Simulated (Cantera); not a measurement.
Input (Python, Cantera):

```python
import numpy as np
import cantera as ct

gas = ct.Solution("SiF4_NH3_mec.yaml", "gas")
gas.TPX = 2323, 2666, {'NH3': 1, 'H2': 0.13}
inlet = ct.Reservoir(gas, clone=True)

reactor = ct.IdealGasConstPressureReactor(gas, energy="off", clone=False)
exhaust = ct.Reservoir(gas, clone=True)
tau = [0.33, 0.11, 0.038, 0.013, 0.0043, 0.0015, 0.00049, 0.00017][0]
for a, b in ((inlet, reactor), (reactor, exhaust)):
    ct.MassFlowController(a, b, mdot=lambda t: reactor.mass / tau)
net = ct.ReactorNet([reactor])
show = ['NH3', 'H2', 'N2H4', 'NH2', 'N2', 'H']

rows = []
print(f"{'tau/s':>10s}{'T/K':>9s}" + "".join(f"{s:>11s}" for s in show))
for tau in [0.33, 0.11, 0.038, 0.013, 0.0043, 0.0015, 0.00049, 0.00017]:
    net.initial_time = 0.0
    net.advance(30 * tau)
    before = gas.X
    net.advance(40 * tau)
    drift = np.max(np.abs(gas.X - before) / (gas.X + 1e-9))
    rows.append([gas.T, *gas[show].X, drift])
    print(f"{tau:10.3e}{gas.T:9.1f}" + "".join(f"{x:11.3e}" for x in gas[show].X))
```

Output:

```
     tau/s      T/K        NH3         H2       N2H4        NH2         N2          H
 3.300e-01   2323.0  8.977e-02  6.965e-01  1.263e-09  9.813e-04  2.102e-01  2.399e-03
 1.100e-01   2323.0  2.245e-01  5.977e-01  4.443e-09  1.840e-03  1.742e-01  1.548e-03
 3.800e-02   2323.0  4.389e-01  4.400e-01  1.140e-08  2.946e-03  1.169e-01  9.382e-04
 1.300e-02   2323.0  6.593e-01  2.779e-01  2.079e-08  3.978e-03  5.812e-02  5.384e-04
 4.300e-03   2323.0  7.977e-01  1.760e-01  2.735e-08  4.564e-03  2.120e-02  3.283e-04
 1.500e-03   2323.0  8.546e-01  1.344e-01  2.602e-08  4.451e-03  6.186e-03  2.307e-04
 4.900e-04   2323.0  8.763e-01  1.192e-01  1.447e-08  3.320e-03  9.166e-04  1.496e-04
 1.700e-04   2323.0  8.824e-01  1.159e-01  3.272e-09  1.580e-03  4.322e-05  7.055e-05
```

Cantera simulation using the gas-phase N/H chemistry of the illustrative SiF4/NH3 mechanism in the Surface Chemkin manual (1991); the numbers are that mechanism's predictions, not measurements. Walls and surfaces, which speed up NH3 decomposition in real reactors, are not modelled.
